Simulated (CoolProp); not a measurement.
Properties of dimethyl carbonate along the isobar 0.518 MPa (Tc = 283.9 °C, pc = 4.909 MPa, ω = 0.346).

Computed with CoolProp (reference Helmholtz-energy equation of state, Zhou 2011).

```json
[
 {"T (°C)": "102.35", "phase": "liquid", "Z": "0.01562", "cp (kJ/(kg K))": "1.989", "speed of sound (m/s)": "897.1", "Joule-Thomson coefficient (K/MPa)": "-0.2237", "isothermal compressibility (1/MPa)": "0.001760", "fugacity coefficient": "0.2773"},
 {"T (°C)": "120.65", "phase": "liquid", "Z": "0.01533", "cp (kJ/(kg K))": "2.040", "speed of sound (m/s)": "829.7", "Joule-Thomson coefficient (K/MPa)": "-0.1867", "isothermal compressibility (1/MPa)": "0.002121", "fugacity coefficient": "0.4527"},
 {"T (°C)": "139.05", "phase": "liquid", "Z": "0.01511", "cp (kJ/(kg K))": "2.097", "speed of sound (m/s)": "762.9", "Joule-Thomson coefficient (K/MPa)": "-0.1408", "isothermal compressibility (1/MPa)": "0.002599", "fugacity coefficient": "0.6995"},
 {"T (°C)": "157.35", "phase": "gas", "Z": "0.9097", "cp (kJ/(kg K))": "1.591", "speed of sound (m/s)": "189.0", "Joule-Thomson coefficient (K/MPa)": "15.78", "isothermal compressibility (1/MPa)": "2.142", "fugacity coefficient": "0.9174"},
 {"T (°C)": "175.65", "phase": "gas", "Z": "0.9222", "cp (kJ/(kg K))": "1.620", "speed of sound (m/s)": "195.2", "Joule-Thomson coefficient (K/MPa)": "13.57", "isothermal compressibility (1/MPa)": "2.107", "fugacity coefficient": "0.9278"},
 {"T (°C)": "194.05", "phase": "gas", "Z": "0.9324", "cp (kJ/(kg K))": "1.652", "speed of sound (m/s)": "201.0", "Joule-Thomson coefficient (K/MPa)": "11.81", "isothermal compressibility (1/MPa)": "2.080", "fugacity coefficient": "0.9366"},
 {"T (°C)": "212.35", "phase": "gas", "Z": "0.9408", "cp (kJ/(kg K))": "1.685", "speed of sound (m/s)": "206.3", "Joule-Thomson coefficient (K/MPa)": "10.40", "isothermal compressibility (1/MPa)": "2.059", "fugacity coefficient": "0.9439"},
 {"T (°C)": "230.75", "phase": "gas", "Z": "0.9478", "cp (kJ/(kg K))": "1.717", "speed of sound (m/s)": "211.5", "Joule-Thomson coefficient (K/MPa)": "9.240", "isothermal compressibility (1/MPa)": "2.041", "fugacity coefficient": "0.9502"},
 {"T (°C)": "249.05", "phase": "gas", "Z": "0.9537", "cp (kJ/(kg K))": "1.750", "speed of sound (m/s)": "216.3", "Joule-Thomson coefficient (K/MPa)": "8.290", "isothermal compressibility (1/MPa)": "2.028", "fugacity coefficient": "0.9555"},
 {"T (°C)": "267.35", "phase": "gas", "Z": "0.9588", "cp (kJ/(kg K))": "1.781", "speed of sound (m/s)": "221.0", "Joule-Thomson coefficient (K/MPa)": "7.496", "isothermal compressibility (1/MPa)": "2.016", "fugacity coefficient": "0.9602"},
 {"T (°C)": "285.75", "phase": "gas", "Z": "0.9632", "cp (kJ/(kg K))": "1.812", "speed of sound (m/s)": "225.6", "Joule-Thomson coefficient (K/MPa)": "6.820", "isothermal compressibility (1/MPa)": "2.006", "fugacity coefficient": "0.9643"},
 {"T (°C)": "304.05", "phase": "gas", "Z": "0.9670", "cp (kJ/(kg K))": "1.842", "speed of sound (m/s)": "229.9", "Joule-Thomson coefficient (K/MPa)": "6.247", "isothermal compressibility (1/MPa)": "1.998", "fugacity coefficient": "0.9678"},
 {"T (°C)": "322.45", "phase": "gas", "Z": "0.9703", "cp (kJ/(kg K))": "1.871", "speed of sound (m/s)": "234.2", "Joule-Thomson coefficient (K/MPa)": "5.749", "isothermal compressibility (1/MPa)": "1.990", "fugacity coefficient": "0.9710"}
]
```
